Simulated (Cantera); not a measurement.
A Cantera script and what it prints.

```python
import numpy as np
import cantera as ct

gas_names = """
    Ca CaO CaOH CaO2H2 Ca2 H HO2 H2 H2O H2O2 O OH O2 O3
""".split()
cond_names = """
    Ca(a) Ca(b) Ca(L) CaO(s) CaO(L) CaO2H2(s) H2O(s) H2O(L)
""".split()


# ... load() reads the species with a 1 bar reference pressure and builds the phases ...
atoms = {
    'Ca(OH)2': {'Ca': 1, 'O': 2, 'H': 2},
    'H2': {'H': 2},
    'O2': {'O': 2},
}
top_T = {}  # K; cautious upper limits of use, not melting points


# ... equilibrate(T, P, feed) seeds the gas with the atoms and calls Mixture.equilibrate('TP', solver="vcs", rtol=1e-11, max_steps=5000) ...
results = []
feed = {'Ca(OH)2': 1, 'H2': 0.048, 'O2': 1.1}  # mol
P = 80  # Pa
for T in [1150, 1225, 1300, 1375, 1450, 1525, 1600, 1675, 1750, 1825, 1900, 1975, 2050, 2125]:
    mix = equilibrate(T, P, feed)
    results.append((T, P, feed, dict(zip(mix.species_names, mix.species_moles))))

top = {s: max(r[3][s] / sum(r[3][g] for g in gas_names) for r in results) for s in gas_names}
cols = sorted((s for s in top if top[s] > 1e-05), key=lambda s: -top[s])[:6]
seen = [c for c in cond_names if any(r[3].get(c, 0) > 1e-12 for r in results)]
print("log10 of partial pressures in bar; condensed amounts in mol")
print(f"{'T/K':>10s}" + "".join(f"{s[:9]:>10s}" for s in cols + seen))
for T, P, feed, n in results:
    ng = sum(n[g] for g in gas_names)
    print(f"{T:10.4g}" + "".join(f"{np.log10(max(n[s] / ng * P / 1e5, 1e-99)):10.3f}" for s in cols)
          + "".join(f"{n.get(c, 0):10.4g}" for c in seen))
```

Output:

```
log10 of partial pressures in bar; condensed amounts in mol
       T/K        O2       H2O        OH         O         H        H2    CaO(s)
      1150    -3.392    -3.404    -7.712    -9.776   -12.164   -10.075         1
      1225    -3.392    -3.404    -7.260    -9.072   -11.197    -9.382         1
      1300    -3.392    -3.404    -6.859    -8.448   -10.341    -8.769         1
      1375    -3.392    -3.404    -6.503    -7.892    -9.576    -8.222         1
      1450    -3.393    -3.404    -6.183    -7.393    -8.890    -7.731         1
      1525    -3.393    -3.405    -5.895    -6.943    -8.270    -7.289         1
      1600    -3.393    -3.406    -5.634    -6.535    -7.708    -6.887         1
      1675    -3.394    -3.407    -5.397    -6.164    -7.196    -6.522         1
      1750    -3.396    -3.410    -5.181    -5.824    -6.728    -6.189         1
      1825    -3.399    -3.414    -4.984    -5.513    -6.298    -5.884         1
      1900    -3.403    -3.421    -4.805    -5.227    -5.903    -5.605    0.9999
      1975    -3.410    -3.432    -4.642    -4.964    -5.539    -5.350    0.9999
      2050    -3.420    -3.450    -4.496    -4.722    -5.204    -5.119    0.9998
      2125    -3.436    -3.477    -4.367    -4.500    -4.896    -4.912    0.9995
```

Method: chemical equilibrium by Gibbs-energy minimisation in Cantera with the NASA 1993 tables (ideal gas, pure condensed phases).
